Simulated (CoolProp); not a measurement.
Vapour-liquid equilibrium of ethylbenzene (1) + m-xylene (2) at 34.8 kPa; x and y are mole fractions of (1).

Values from CoolProp's multi-fluid Helmholtz-energy mixture model, Zhou 2012 and Zhou 2012; pair parameters Bell 2016.

Q: Give the bubble temperature and the first vapour's composition at x = 0.275, 0.425, 0.725. Is there an azeotrope?

A: x = 0.275: 375.5 K, y = 0.296; x = 0.425: 375.0 K, y = 0.449; x = 0.725: 374.2 K, y = 0.741. No azeotrope shows between x = 0.05 and 0.95.

Pair parameters are fitted to limited data, so mixtures are less certain than the pure fluids.
